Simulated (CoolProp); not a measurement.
A single-stage vapour-compression cycle with cyclopropane: evaporating at 290.15 K (dew point), condensing at 321.15 K (bubble point), superheat 5 K, subcooling 8 K, compressor efficiency 0.9, no pressure losses. Each further row changes one setting.

The numbers come from the reference Helmholtz-energy equation of state, Polt 1992 in CoolProp. This equation is an older, rougher fit; its heat capacities, sound speeds and derivatives of the liquid may be far off and weren't checked against measurements.

```json
[
 {"case": "as stated", "cooling COP": "7.69", "pressure ratio": "2.22", "discharge temperature (K)": "338.4", "refrigerating effect (kJ/kg)": "369", "volumetric capacity (kJ/m³)": "4100"},
 {"case": "evaporating temperature 295.15 K", "cooling COP": "?", "pressure ratio": "?", "discharge temperature (K)": "336.0", "refrigerating effect (kJ/kg)": "?", "volumetric capacity (kJ/m³)": "4750"},
 {"case": "condensing temperature 316.15 K", "cooling COP": "9.35", "pressure ratio": "1.97", "discharge temperature (K)": "331.9", "refrigerating effect (kJ/kg)": "381", "volumetric capacity (kJ/m³)": "4230"},
 {"case": "subcooling 13 K", "cooling COP": "?", "pressure ratio": "2.22", "discharge temperature (K)": "338.4", "refrigerating effect (kJ/kg)": "381", "volumetric capacity (kJ/m³)": "4230"},
 {"case": "superheat 15 K", "cooling COP": "?", "pressure ratio": "2.22", "discharge temperature (K)": "347.9", "refrigerating effect (kJ/kg)": "?", "volumetric capacity (kJ/m³)": "?"},
 {"case": "compressor efficiency 0.8", "cooling COP": "6.84", "pressure ratio": "2.22", "discharge temperature (K)": "?", "refrigerating effect (kJ/kg)": "369", "volumetric capacity (kJ/m³)": "4100"}
]
```

**Question.** Fill in the missing entries.

**Answer.** 
- evaporating temperature 295.15 K, cooling COP: 9.48
- evaporating temperature 295.15 K, pressure ratio: 1.93
- evaporating temperature 295.15 K, refrigerating effect (kJ/kg): 373
- subcooling 13 K, cooling COP: 7.93
- superheat 15 K, cooling COP: 7.64
- superheat 15 K, refrigerating effect (kJ/kg): 384
- superheat 15 K, volumetric capacity (kJ/m³): 4080
- compressor efficiency 0.8, discharge temperature (K): 341.6
